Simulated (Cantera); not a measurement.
What does this Cantera script print?

```python
import numpy as np
import cantera as ct

gas = ct.Solution("gri30.yaml")
gas.TPX = 1100, 79000, {'N2O': 1, 'H2O': 0.11}
reactor = ct.IdealGasConstPressureReactor(gas, energy="off", clone=False)
net = ct.ReactorNet([reactor])
net.rtol, net.atol = 1e-08, 1e-18
show = ['N2O', 'H2O', 'O2', 'NO', 'OH', 'H2', 'H']
times = np.geomspace(0.0004, 20, 11)

steps = ct.SolutionArray(gas, extra=["t"])
rows = []
print(f"{'t/s':>10s}{'T/K':>9s}{'P/Pa':>11s}" + "".join(f"{s:>11s}" for s in show))
for t in times:
    while net.time < t:
        t_next = net.step()
        steps.append(gas.state, t=t_next)
    rows.append([np.interp(t, steps.t, y) for y in (steps.T, steps.P, *steps(*show).X.T)])
    print(f"{t:10.3e}{rows[-1][0]:9.1f}{rows[-1][1]:11.4g}" + "".join(f"{x:11.3e}" for x in rows[-1][2:]))
rate = np.gradient(steps.T, steps.t)
print("integrator steps:", len(steps.t))
if steps.T.max() > steps.T[0] + 200:
    print(f"time of steepest temperature rise: {steps.t[rate.argmax()]:.4e} s")
gas.TPX = 1100, 79000, {'N2O': 1, 'H2O': 0.11}
gas.equilibrate("TP")
print(f"equilibrium (TP): T = {gas.T:.1f} K  " + "  ".join(f"{s} {gas[s].X[0]:.3e}" for s in show))
```

Output:

```
       t/s      T/K       P/Pa        N2O        H2O         O2         NO         OH         H2          H
 4.000e-04   1100.0    7.9e+04  9.009e-01  9.910e-02  1.293e-05  1.887e-06  1.756e-06  3.882e-10  1.552e-10
 1.180e-03   1100.0    7.9e+04  9.008e-01  9.909e-02  3.941e-05  5.589e-06  3.409e-06  3.149e-09  3.574e-10
 3.482e-03   1100.0    7.9e+04  9.005e-01  9.908e-02  1.215e-04  1.511e-05  4.083e-06  1.580e-08  4.770e-10
 1.027e-02   1100.0    7.9e+04  8.997e-01  9.906e-02  3.668e-04  3.722e-05  4.833e-06  4.518e-08  5.070e-10
 3.031e-02   1100.0    7.9e+04  8.975e-01  9.898e-02  1.088e-03  8.967e-05  5.592e-06  6.800e-08  5.021e-10
 8.944e-02   1100.0    7.9e+04  8.908e-01  9.876e-02  3.201e-03  2.449e-04  6.419e-06  4.631e-08  4.352e-10
 2.639e-01   1100.0    7.9e+04  8.718e-01  9.811e-02  9.315e-03  7.836e-04  7.612e-06  2.483e-08  3.520e-10
 7.786e-01   1100.0    7.9e+04  8.196e-01  9.634e-02  2.629e-02  2.466e-03  8.817e-06  1.527e-08  2.901e-10
 2.297e+00   1100.0    7.9e+04  6.910e-01  9.195e-02  6.842e-02  6.667e-03  9.271e-06  1.098e-08  2.414e-10
 6.778e+00   1100.0    7.9e+04  4.473e-01  8.362e-02  1.488e-01  1.409e-02  8.460e-06  8.153e-09  1.832e-10
 2.000e+01   1100.0    7.9e+04  1.676e-01  7.406e-02  2.419e-01  2.087e-02  6.239e-06  4.959e-09  9.337e-11
integrator steps: 1316
equilibrium (TP): T = 1100.0 K  N2O 5.471e-09  H2O 6.832e-02  O2 3.105e-01  NO 9.228e-05  OH 6.595e-07  H2 1.830e-10  H 3.961e-13
```

Cantera simulation using GRI-Mech 3.0 (53 species, 325 reactions); the numbers are that mechanism's predictions, not measurements. GRI-Mech 3.0 was tuned for natural gas; its chemistry of N2O as a main component is partial and can be far from experiment. The mechanism lacks the step 2 NO + O2 → 2 NO2, which can matter for NO2 below about 1400 K. The temperature is held fixed by assumption; the heat of reaction is taken as removed at once.
